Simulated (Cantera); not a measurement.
A perfectly stirred reactor is fed with 4.18 % CH₄, 1.88 % C₂H₆, 19.7 % O₂, 74.0 % N₂, 0.230 % H₂, at 4130 Torr; it is adiabatic with a 550 K inlet, and is followed from long to short residence time, starting on the burning branch (τ in s: 0.024, 0.013, 0.0073, 0.004, 0.0022, 0.0012, 0.00068, 0.00038, 0.00021, 0.00011, 6.4e-05, 3.5e-05).

Cantera simulation using GRI-Mech 3.0 (53 species, 325 reactions); the numbers are that mechanism's predictions, not measurements.

One state of this run: T (K) = 2016; x CH₄ = 0.000160; x C₂H₆ = 1.73e-5; x O₂ = 0.0512; x H₂O₂ = 7.98e-7; x HO₂ = 2.61e-5; x H₂ = 0.00282. x: mole fraction; the columns are a selection and need not sum to one.

Problem. Which value of τ (s) does it belong to?
A) 0.00011
B) 3.5e-5
C) 0.0012
D) 0.013

Solution. A, 0.00011
